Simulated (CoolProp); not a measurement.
Aqueous ethanol as a coolant, at 35 °C, 1 atm.

Computed with CoolProp (Melinder's fits for secondary coolants).

```
mass %  freezing point (°C)  viscosity (mPa s)  conductivity (W/(m K))  cp (kJ/(kg K))  density (kg/m³)
------  -------------------  -----------------  ----------------------  --------------  ---------------
5.7                    -2.3              0.877                   0.578           4.222            983.6
12.3                   -5.7               1.09                   0.531           4.287            973.3
18.9                  -10.2               1.31                   0.487           4.316            963.3
25.5                  -15.9               1.49                   0.446           4.293            952.5
32.1                  -22.2               1.62                   0.409           4.222            940.4
38.6                  -28.3               1.69                   0.374           4.124            927.1
45.2                  -33.9               1.72                   0.342           4.010            912.5
51.8                  -38.9               1.72                   0.313           3.883            897.4
58.4                  -43.7               1.68                   0.286           3.717            882.2
```
